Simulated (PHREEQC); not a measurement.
Solution (31 °C): 0.017 mol TMAH, 0.00015 mol K2SO4 and 0.0078 mol H3BO3 per kg of water. Closed to the air; pH follows from the charge balance.

Model: ion-association model, phreeqc.dat, run in PHREEQC.

Each row changes one thing in this solution. No solid was allowed to form.

```tsv
case	pH	ionic strength (mol/kgw)	H3BO3 (mol/kgw)	KSO4- (mol/kgw)
as made	11.71	0.0175	2.08e-5	2.07e-7
TMAH from 0.017 to 0.0255 mol/kgw	11.98	0.0260	___	1.88e-7
TMAH replaced by (CH3)4NCl at the same molality	5.65	0.0175	0.00780	2.07e-7
TMAH replaced by (CH3)4NF at the same molality	6.65	0.0175	0.00770	2.07e-7
temperature from 31 to 90 °C	10.31	0.0175	0.000208	4.41e-7
TMAH from 0.017 to 0.17 mol/kgw	___	0.170	1.19e-6	1.03e-7
temperature from 31 to 75 °C	___	0.0175	0.000134	___
```

Problem. Fill in the missing entries.

Solution. 
- TMAH from 0.017 to 0.0255 mol/kgw, H3BO3 (mol/kgw): 1.08e-5
- TMAH from 0.017 to 0.17 mol/kgw, pH: 12.87
- temperature from 31 to 75 °C, pH: 10.59
- temperature from 31 to 75 °C, KSO4- (mol/kgw): 3.75e-7

(CH3)4N+ isn't in the database: it is added as a free cation with an ion size of 4 Å. Constants without temperature data keep their 25 °C values here.
